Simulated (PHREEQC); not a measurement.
Make-up at 94 °C: 0.0067 mol/kgw ZnI2. Closed to the air; pH follows from the charge balance.

Computed with PHREEQC (ion-association model, wateq4f.dat).

* **pH**: 4.77
* **ionic strength**: 0.0201 mol/kgw

| species | molality | activity | log γ |
|---|---|---|---|
| I- | 0.0134 | 0.0114 | -0.070 |
| Zn+2 | 0.00668 | 0.00367 | -0.260 |
| H+ | 1.95e-5 | 1.70e-5 | -0.058 |
| ZnOH+ | 1.95e-5 | 1.66e-5 | -0.070 |
| ZnI+ | 6.06e-8 | 5.16e-8 | -0.070 |
| OH- | 3.00e-8 | 2.55e-8 | -0.072 |
| ZnI2 | 9.72e-9 | 9.77e-9 | 0.002 |

Precipitation was switched off in this run. Constants without temperature data keep their 25 °C values here.
